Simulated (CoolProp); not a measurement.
Vapour-liquid equilibrium of ethane (1) + propylene (2) at -2.65 °C; x and y are mole fractions of (1).

Computed with CoolProp (multi-fluid Helmholtz-energy mixture model, Bücker 2006 and Lemmon 2013; pair parameters Bell 2016).

```json
[
 {"x": "0.05", "bubble pressure (MPa)": "0.6189", "y at the bubble point": "0.156", "dew pressure at overall composition x (MPa)": "0.5626", "liquid density (mol/L)": "13.13"},
 {"x": "0.2", "bubble pressure (MPa)": "0.8555", "y at the bubble point": "0.454", "dew pressure at overall composition x (MPa)": "0.6457", "liquid density (mol/L)": "13.28"},
 {"x": "0.35", "bubble pressure (MPa)": "1.092", "y at the bubble point": "0.629", "dew pressure at overall composition x (MPa)": "0.7558", "liquid density (mol/L)": "13.42"},
 {"x": "0.5", "bubble pressure (MPa)": "1.332", "y at the bubble point": "0.749", "dew pressure at overall composition x (MPa)": "0.9076", "liquid density (mol/L)": "13.53"},
 {"x": "0.65", "bubble pressure (MPa)": "1.582", "y at the bubble point": "0.840", "dew pressure at overall composition x (MPa)": "1.128", "liquid density (mol/L)": "13.61"},
 {"x": "0.8", "bubble pressure (MPa)": "1.847", "y at the bubble point": "0.914", "dew pressure at overall composition x (MPa)": "1.464", "liquid density (mol/L)": "13.63"},
 {"x": "0.95", "bubble pressure (MPa)": "2.135", "y at the bubble point": "0.979", "dew pressure at overall composition x (MPa)": "1.999", "liquid density (mol/L)": "13.57"}
]
```

No azeotrope shows between x = 0.05 and 0.95.

The pair parameters rest on a limited set of measurements; away from them the model extrapolates.
